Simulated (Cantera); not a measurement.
Equilibrium for hydrogen reduction and annealing atmospheres: Al2O3 + H2 + N2 + Cl2

Feed: 1 mol Al2O3, 51 mol H2, 1.2 mol N2, 0.22 mol Cl2, at 2.55 Torr.

Cantera equilibrium calculation (NASA polynomials, part measured and part estimated; ideal gas, pure solids and liquids). Candidate condensed phases: Al, AlCl3, AlN, Al2O3, H2O, NH4Cl; 45 gas species. The tables' values for AlOH are old estimates; treat these amounts as uncertain. Equilibrium is a limit: real reactors are often held back by kinetics, nucleation or transport.

```tsv
T (°C)	x H2	x H	x N2	x H2O	n Al2O3(s)
800	0.969	2.36e-7	0.0229	9.17e-7	1.000
900	0.969	1.99e-6	0.0229	1.75e-6	1.000
1000	0.969	1.20e-5	0.0229	3.95e-6	1.000
1100	0.969	5.62e-5	0.0229	1.22e-5	1.000
1200	0.968	0.000214	0.0229	3.76e-5	0.999
1300	0.968	0.000686	0.0229	0.000102	0.998
1400	0.967	0.00192	0.0229	0.000246	0.996
1500	0.963	0.00479	0.0228	0.000531	0.991
1600	0.957	0.0108	0.0228	0.00105	0.981
1700	0.945	0.0225	0.0226	0.00191	0.966
1800	0.922	0.0433	0.0224	0.00327	0.939
1900	0.885	0.0779	0.0219	0.00545	0.893
2000	0.827	0.131	0.0213	0.00907	0.806
```
x: gas mole fraction; n: condensed amount in mol.

From 800 °C to 2000 °C the condensed part is Al2O3(s). The main Al-bearing gas is AlCl3 at 800 °C and AlCl at 2000 °C.
